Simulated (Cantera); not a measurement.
Charge: 1 mol borazine, 1.2 mol O2, at 1.10 mbar.

Cantera equilibrium calculation (NASA polynomials, part measured and part estimated; ideal gas, pure solids and liquids). Candidate condensed phases: B, BN, B2O3, B3O3H3, H2O; 39 gas species. The feed counts by its element totals alone. Mutual solubility and eutectic melting of coexisting phases are not modelled. Kinetics and transport are ignored. All values below are at 1248 K.

Base state: H2 0.788, N2 0.210, HBO2 0.000992, H2O 0.000422, HBO 0.000154, B2O3 3.77e-5, H 1.25e-5 (mole fractions); condensed: BN(s) + B2O3(l).

Task: What changes in the equilibrium state with this change: O2 from 1.2 to 0.061 mol?

Result: 
| species | before | after |
|---|---|---|
| H2 | 0.788 | 0.986 |
| N2 | 0.210 | 0.0132 |
| HBO2 | 0.000992 | 0.000700 |
| H2O | 0.000422 | 0.000210 |
| HBO | 0.000154 | 0.000273 |
| H | 1.25e-5 | 1.40e-5 |
| B2O3 | 3.77e-5 | 3.77e-5 |
| BN(s), mol | 1.40 | 2.92 |
| B2O3(l), mol | 0.797 | 0.0386 |
